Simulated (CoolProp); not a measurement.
Ammonia along the isotherm 446.6 K: fugacity coefficient from the reference equation and from simpler models built on Tc = 405.6 K, pc = 11.36 MPa, ω = 0.256; each cubic takes its own stable root.

The numbers come from the reference Helmholtz-energy equation of state, Gao 2020 in CoolProp.

```json
[
 {"p (MPa)": "0.316", "phase": "gas", "reference": "0.9928", "Redlich-Kwong": "0.9929", "Soave-Redlich-Kwong": "0.9932"},
 {"p (MPa)": "0.72", "phase": "gas", "reference": "0.9835", "Redlich-Kwong": "0.9838", "Soave-Redlich-Kwong": "0.9846"},
 {"p (MPa)": "1.64", "phase": "gas", "reference": "(withheld)", "Redlich-Kwong": "0.9632", "Soave-Redlich-Kwong": "(withheld)"},
 {"p (MPa)": "3.73", "phase": "gas", "reference": "0.9161", "Redlich-Kwong": "(withheld)", "Soave-Redlich-Kwong": "0.9215"},
 {"p (MPa)": "8.48", "phase": "gas", "reference": "0.8136", "Redlich-Kwong": "(withheld)", "Soave-Redlich-Kwong": "(withheld)"},
 {"p (MPa)": "19.3", "phase": "supercritical", "reference": "(withheld)", "Redlich-Kwong": "0.6008", "Soave-Redlich-Kwong": "0.6264"},
 {"p (MPa)": "43.9", "phase": "supercritical", "reference": "0.3639", "Redlich-Kwong": "0.3935", "Soave-Redlich-Kwong": "0.4210"},
 {"p (MPa)": "100", "phase": "supercritical", "reference": "0.2748", "Redlich-Kwong": "0.3371", "Soave-Redlich-Kwong": "(withheld)"}
]
```

Question: Complete the blanks.

Answer: 
- 1.64, reference: 0.9627
- 1.64, Soave-Redlich-Kwong: 0.9651
- 3.73, Redlich-Kwong: 0.9172
- 8.48, Redlich-Kwong: 0.8161
- 8.48, Soave-Redlich-Kwong: 0.8259
- 19.3, reference: 0.5972
- 100, Soave-Redlich-Kwong: 0.3657
